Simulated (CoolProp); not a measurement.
Vapour-liquid equilibrium of R22 (1) + R152A (2) at 721 kPa; x and y are mole fractions of (1).

The numbers come from the multi-fluid Helmholtz-energy mixture model, Kamei 1995 and Outcalt 1996; pair parameters Bell 2016 in CoolProp.

Problem. Give the bubble temperature and the first vapour's composition at x = 0.5, 0.65, 0.95. Is there an azeotrope?

Solution. x = 0.5: 295.2 K, y = 0.613; x = 0.65: 292.2 K, y = 0.756; x = 0.95: 286.0 K, y = 0.973. No azeotrope shows between x = 0.05 and 0.95.

The pair parameters rest on a limited set of measurements; away from them the model extrapolates.
